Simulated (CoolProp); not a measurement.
R245ca along the isobar 9.9 bar: density (kg/m³) from the reference equation and from simpler models built on Tc = 447.6 K, pc = 39.41 bar, ω = 0.355; each cubic takes its own stable root.

Model: reference Helmholtz-energy equation of state, Zhou 2016, in CoolProp.

```csv
T (K),phase,reference,van der Waals,Redlich-Kwong,Peng-Robinson
256.9,liquid,1488,893.9,1317,1545
269.4,liquid,1459,877.5,1290,1519
281.9,liquid,1429,860.3,1261,1491
294.4,liquid,1399,842.1,1230,1461
306.9,liquid,1367,822.7,1197,1428
319.4,liquid,1335,801.7,1162,1392
331.9,liquid,1301,58.70,1124,1353
344.4,liquid,1265,55.34,1083,1310
356.9,liquid,1227,52.43,1039,1262
369.4,liquid,1185,49.87,52.04,1208
381.9,gas,51.05,47.60,49.27,50.90
394.4,gas,48.01,45.57,46.86,48.11
```

At some of these states van der Waals, Redlich-Kwong gives the other phase, because its saturation line lies elsewhere.
